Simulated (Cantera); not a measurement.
Input (Python, Cantera) and output of one run.

```python
import numpy as np
import cantera as ct

gas_names = [...]  # 151 gases of nasa_gas.yaml made of C, H, N, O, Si
cond_names = """
    C(gr) C6H6(L) C7H8(L) C8H18(L),n-octa H2O(s) H2O(L) Si(cr) Si(L) SiC(b) SiO2(Lqz) SiO2(hqz) SiO2(L)
    Si2N2O(s) Si3N4(a)
""".split()


# ... load() reads the species with a 1 bar reference pressure and builds the phases ...
atoms = {
    'Si3N4': {'Si': 3, 'N': 4},
    'H2O': {'H': 2, 'O': 1},
    'N2': {'N': 2},
    'CH4': {'C': 1, 'H': 4},
}
top_T = {'C(gr)': 4500, 'SiC(b)': 3050, 'Si2N2O(s)': 2100, 'Si3N4(a)': 2400}  # K; cautious upper limits of use, not melting points


# ... equilibrate(T, P, feed) seeds the gas with the atoms and calls Mixture.equilibrate('TP', solver="vcs", rtol=1e-11, max_steps=5000) ...
results = []
feed = {'Si3N4': 1, 'H2O': 0.0017, 'N2': 840, 'CH4': 0.00044}  # mol
P = 170  # Pa
for T in [1298, 1398, 1498, 1598, 1698, 1798, 1898, 1998]:
    mix = equilibrate(T, P, feed)
    results.append((T, P, feed, dict(zip(mix.species_names, mix.species_moles))))

top = {s: max(r[3][s] / sum(r[3][g] for g in gas_names) for r in results) for s in gas_names}
cols = sorted((s for s in top if top[s] > 0.001), key=lambda s: -top[s])[:5]
seen = [c for c in cond_names if any(r[3].get(c, 0) > 1e-12 for r in results)]
print("log10 of partial pressures in bar; condensed amounts in mol")
print(f"{'T/K':>10s}" + "".join(f"{s[:9]:>10s}" for s in cols + seen))
for T, P, feed, n in results:
    ng = sum(n[g] for g in gas_names)
    print(f"{T:10.4g}" + "".join(f"{np.log10(max(n[s] / ng * P / 1e5, 1e-99)):10.3f}" for s in cols)
          + "".join(f"{n.get(c, 0):10.4g}" for c in seen))
```

Result:

```
log10 of partial pressures in bar; condensed amounts in mol
       T/K        N2        Si     Si(L) Si2N2O(s)  Si3N4(a)
      1298    -2.770   -12.762         0  0.001168    0.9992
      1398    -2.770   -10.769         0         0    0.9996
      1498    -2.770    -9.046         0         0    0.9994
      1598    -2.770    -7.542         0         0    0.9945
      1698    -2.770    -6.218         0         0    0.8875
      1798    -2.770    -5.511     1.323         0         0
      1898    -2.771    -5.237         0         0         0
      1998    -2.771    -5.227         0         0         0
```

Equilibrium computed with Cantera from the NASA thermochemical tables; the gas is ideal and each condensed phase is pure. Mutual solubility and eutectic melting of coexisting phases are not modelled. The tables' values for SiN are old estimates; treat these amounts as uncertain.
